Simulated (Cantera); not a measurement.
What does this Cantera script print?

```python
import numpy as np
import cantera as ct

gas = ct.Solution("gri30.yaml")


def delay(T, t_max=10):
    gas.TPX = T, 100000, {'C3H8': 1, 'O2': 2.38, 'N2': 8.95, 'H2O': 1.2}
    reactor = ct.IdealGasConstPressureReactor(gas, clone=False)
    net = ct.ReactorNet([reactor])
    net.rtol, net.atol = 1e-8, 1e-16
    while net.time < t_max:
        t_old, T_old = net.time, reactor.T
        net.step()
        if reactor.T > T + 400:  # ignition: a rise of 400 K
            return t_old + (T + 400 - T_old) / (reactor.T - T_old) * (net.time - t_old)
    return np.nan


taus = []
for T in [1300, 1400, 1500, 1600, 1700, 1800, 1900]:
    taus.append(delay(T))
    print(f"T0 = {T:6g} K   tau = {taus[-1]:.4e} s")
```

Output:

```
T0 =   1300 K   tau = 1.2649e-03 s
T0 =   1400 K   tau = 3.0790e-04 s
T0 =   1500 K   tau = 1.0506e-04 s
T0 =   1600 K   tau = 4.7107e-05 s
T0 =   1700 K   tau = 2.5884e-05 s
T0 =   1800 K   tau = 1.6384e-05 s
T0 =   1900 K   tau = 1.1423e-05 s
```

Cantera simulation using GRI-Mech 3.0 (53 species, 325 reactions); the numbers are that mechanism's predictions, not measurements. GRI-Mech 3.0 was tuned for natural gas; its chemistry of propane as a main component is partial and can be far from experiment.
